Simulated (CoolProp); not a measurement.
Values from CoolProp's reference Helmholtz-energy equation of state, Lemmon 2006. It is a short technical equation, of lower accuracy than the large ones.

**Question.** For n-nonane, give the phase and the isothermal compressibility (1/MPa), Prandtl number at 326.85 °C and 0.642 MPa; 326.85 °C and 0.784 MPa.

**Answer.** 
- 326.85 °C and 0.642 MPa: gas; isothermal compressibility 1.75, Prandtl number 0.753
- 326.85 °C and 0.784 MPa: gas; isothermal compressibility 1.48, Prandtl number 0.757

Viscosity comes from a separate model (Huber 2004). Thermal conductivity comes from a separate model (Huber 2005).
